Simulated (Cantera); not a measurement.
A closed system holds: 1 mol B₂O₃, 9.9 mol N₂, held at 340 Pa.

Method: chemical equilibrium by Gibbs-energy minimisation in Cantera with the NASA 1993 tables (ideal gas, pure condensed phases). Candidate condensed phases: B, BN, B₂O₃; 17 gas species. Kinetics and transport are ignored. All values below are at 1098 K.

Base state: N₂ 1.00 (mole fractions); condensed: B₂O₃(l).

### Question
What changes in the equilibrium state with this change: B₂O₃ replaced by B₂H₆?

### Answer
```tsv
species	before	after
N₂	1.00	0.748
H₂	0	0.252
B₂O₃(l), mol	1.000	0
BN(s), mol	0	2.00
```
The feed counts by its element totals alone. N₂ is the only nitrogen source here; it is nearly inert below about 1500 K, so the nitride shown seldom forms there in practice.
